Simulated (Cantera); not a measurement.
Cantera run:

```python
import numpy as np
import cantera as ct

gas_names = """
    O2 CO2 NbO2 PbO
""".split()
cond_names = """
    C(gr) Nb(cr) Nb(L) Pb(cr) Pb(L) V(cr) V(L) V2O5(s) V2O5(L) NbO2(I) NbO2(II) NbO2(III) NbO2(L) Ti(a)
    Ti(b) Ti(L) Ti3O5(a) Ti3O5(b) Ti3O5(L)
""".split()


# ... load() reads the species with a 1 bar reference pressure and builds the phases ...
species = {s.name: s for s in load("nasa_gas.yaml", gas_names) + load("nasa_condensed.yaml", cond_names)}
# Each term lists the table entries of one substance; the one whose range holds T is used.
reactions = {
    'C + O2(g) = CO2(g)':
        [(-1, ['C(gr)']), (-1, ['O2']), (1, ['CO2'])],
    'Nb + O2(g) = NbO2(g)':
        [(-1, ['Nb(cr)', 'Nb(L)']), (-1, ['O2']), (1, ['NbO2'])],
    '2 Pb + O2(g) = 2 PbO(g)':
        [(-2, ['Pb(cr)', 'Pb(L)']), (-1, ['O2']), (2, ['PbO'])],
    '0.8 V + O2(g) = 0.4 V2O5':
        [(-0.8, ['V(cr)', 'V(L)']), (-1, ['O2']), (0.4, ['V2O5(s)', 'V2O5(L)'])],
    'Nb + O2(g) = NbO2':
        [(-1, ['Nb(cr)', 'Nb(L)']), (-1, ['O2']), (1, ['NbO2(I)', 'NbO2(II)', 'NbO2(III)', 'NbO2(L)'])],
    '1.2 Ti + O2(g) = 0.4 Ti3O5':
        [(-1.2, ['Ti(a)', 'Ti(b)', 'Ti(L)']), (-1, ['O2']), (0.4, ['Ti3O5(a)', 'Ti3O5(b)', 'Ti3O5(L)'])],
}


def pick(names, T):
    return next(species[n] for n in names if species[n].thermo.min_temp <= T <= species[n].thermo.max_temp)


results = []
for label, terms in reactions.items():
    print(label)
    print("     T/K   dH/kJ  dS/(J/K)   dG/kJ   log10 K")
    for T in [300, 600, 700, 800, 900, 1000, 1100, 1200, 1300, 1400, 1500]:
        used = [(nu, pick(names, T)) for nu, names in terms]
        dH = sum(nu * s.thermo.h(T) for nu, s in used) / 1e6
        dS = sum(nu * s.thermo.s(T) for nu, s in used) / 1e3
        dG = dH - T * dS / 1e3
        logK = -dG * 1e6 / (ct.gas_constant * T * np.log(10))
        results.append((label, T, dH, dS, dG, logK, [s.name for _, s in used]))
        print(f"{T:8g} {dH:8.1f} {dS:8.1f} {dG:8.1f} {logK:8.2f}")
```

Result:

```
C + O2(g) = CO2(g)
     T/K   dH/kJ  dS/(J/K)   dG/kJ   log10 K
     300   -393.5      2.9   -394.4    68.67
     600   -393.8      2.3   -395.2    34.40
     700   -394.0      2.0   -395.4    29.50
     800   -394.2      1.7   -395.6    25.83
     900   -394.4      1.5   -395.7    22.97
    1000   -394.6      1.2   -395.9    20.68
    1100   -394.8      1.0   -396.0    18.80
    1200   -395.0      0.9   -396.1    17.24
    1300   -395.2      0.7   -396.1    15.92
    1400   -395.5      0.5   -396.2    14.78
    1500   -395.7      0.4   -396.3    13.80
Nb + O2(g) = NbO2(g)
     T/K   dH/kJ  dS/(J/K)   dG/kJ   log10 K
     300   -200.0     31.2   -209.4    36.46
     600   -202.3     25.8   -217.8    18.96
     700   -202.9     24.9   -220.3    16.44
     800   -203.5     24.1   -222.8    14.55
     900   -204.2     23.3   -225.1    13.07
    1000   -204.9     22.5   -227.4    11.88
    1100   -205.6     21.8   -229.6    10.90
    1200   -206.4     21.2   -231.8    10.09
    1300   -207.2     20.5   -233.9     9.40
    1400   -208.1     19.9   -235.9     8.80
    1500   -209.0     19.2   -237.9     8.28
2 Pb + O2(g) = 2 PbO(g)
     T/K   dH/kJ  dS/(J/K)   dG/kJ   log10 K
     300    140.6    145.2     97.0   -16.89
     600    135.1    132.8     55.5    -4.83
     700    123.4    113.4     44.0    -3.28
     800    121.3    110.7     32.8    -2.14
     900    119.3    108.3     21.8    -1.27
    1000    117.3    106.2     11.1    -0.58
    1100    115.4    104.4      0.6    -0.03
    1200    113.5    102.7     -9.8     0.43
    1300    111.6    101.2    -20.0     0.80
    1400    109.8     99.9    -30.0     1.12
    1500    107.9     98.6    -40.0     1.39
0.8 V + O2(g) = 0.4 V2O5
     T/K   dH/kJ  dS/(J/K)   dG/kJ   log10 K
     300   -620.2   -176.0   -567.4    98.80
     600   -617.2   -169.5   -515.5    44.88
     700   -615.9   -167.4   -498.7    37.21
     800   -614.5   -165.5   -482.0    31.47
     900   -613.0   -163.9   -465.6    27.02
    1000   -585.6   -134.8   -450.8    23.55
    1100   -583.9   -133.2   -437.4    20.77
    1200   -582.3   -131.8   -424.2    18.46
    1300   -580.9   -130.6   -411.0    16.52
    1400   -579.5   -129.6   -398.0    14.85
    1500   -578.2   -128.7   -385.1    13.41
Nb + O2(g) = NbO2
     T/K   dH/kJ  dS/(J/K)   dG/kJ   log10 K
     300   -794.9   -187.1   -738.8   128.64
     600   -792.1   -180.9   -683.6    59.51
     700   -790.7   -178.8   -665.6    49.67
     800   -789.0   -176.5   -647.8    42.30
     900   -787.0   -174.1   -630.3    36.58
    1000   -784.7   -171.7   -613.0    32.02
    1100   -778.6   -166.0   -596.0    28.30
    1200   -775.7   -163.5   -579.5    25.23
    1300   -773.9   -162.0   -563.2    22.63
    1400   -772.1   -160.7   -547.1    20.41
    1500   -770.4   -159.6   -531.1    18.49
1.2 Ti + O2(g) = 0.4 Ti3O5
     T/K   dH/kJ  dS/(J/K)   dG/kJ   log10 K
     300   -983.7   -190.3   -926.6   161.33
     600   -975.6   -172.2   -872.3    75.94
     700   -974.6   -170.7   -855.1    63.81
     800   -973.7   -169.4   -838.1    54.72
     900   -972.7   -168.3   -821.2    47.66
    1000   -971.7   -167.3   -804.4    42.02
    1100   -971.0   -166.6   -787.8    37.41
    1200   -974.8   -169.9   -770.9    33.56
    1300   -973.0   -168.4   -754.0    30.30
    1400   -971.2   -167.1   -737.2    27.51
    1500   -969.4   -165.9   -720.6    25.09
```

Source: NASA polynomial tables (part measured, part estimated), evaluated in Cantera. Condensed species are held in their standard states even where they would react or evaporate.
